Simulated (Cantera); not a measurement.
Iron carbonyl, mercury and lead vapours: Pb + O₂ + N₂

Feed: 1 mol Pb, 0.45 mol O₂, 2.1 mol N₂, held at 1600 K.

Equilibrium computed with Cantera from the NASA thermochemical tables; the gas is ideal and each condensed phase is pure. Candidate condensed phases: Pb, PbO, PbO₂, Pb₃O₄; 12 gas species. Each liquid is taken as pure. Mutual solubility and eutectic melting of coexisting phases are not modelled. Gases not in the tables: (PbO)n polymers. Kinetics and transport are ignored.

```json
[
 {"P (Pa)": "10", "x N₂": "0.612", "x PbO": "0.0723", "x Pb": "0.220", "x O₂": "0.0944", "n PbO(l)": "0", "n Pb(l)": "0"},
 {"P (Pa)": "68", "x N₂": "0.629", "x PbO": "0.128", "x Pb": "0.172", "x O₂": "0.0705", "n PbO(l)": "0", "n Pb(l)": "0"},
 {"P (Pa)": "460", "x N₂": "0.646", "x PbO": "0.187", "x Pb": "0.121", "x O₂": "0.0448", "n PbO(l)": "0", "n Pb(l)": "0"},
 {"P (Pa)": "3200", "x N₂": "0.661", "x PbO": "0.235", "x Pb": "0.0796", "x O₂": "0.0238", "n PbO(l)": "0", "n Pb(l)": "0"},
 {"P (Pa)": "22000", "x N₂": "0.819", "x PbO": "0.131", "x Pb": "0.0458", "x O₂": "0.00326", "n PbO(l)": "0.546", "n Pb(l)": "0"},
 {"P (Pa)": "150000", "x N₂": "0.940", "x PbO": "0.0193", "x Pb": "0.0404", "x O₂": "1.32e-5", "n PbO(l)": "0.857", "n Pb(l)": "0.00976"},
 {"P (Pa)": "1000000", "x N₂": "0.991", "x PbO": "0.00289", "x Pb": "0.00606", "x O₂": "1.98e-6", "n PbO(l)": "0.894", "n Pb(l)": "0.0872"}
]
```
x: gas mole fraction; n: condensed amount in mol.

From 10.0 Pa to 32.0 mbar nothing is condensed. At 0.220 bar the condensed part is PbO(l). From 1.50 bar to 10.0 bar the condensed part is Pb(l) + PbO(l).
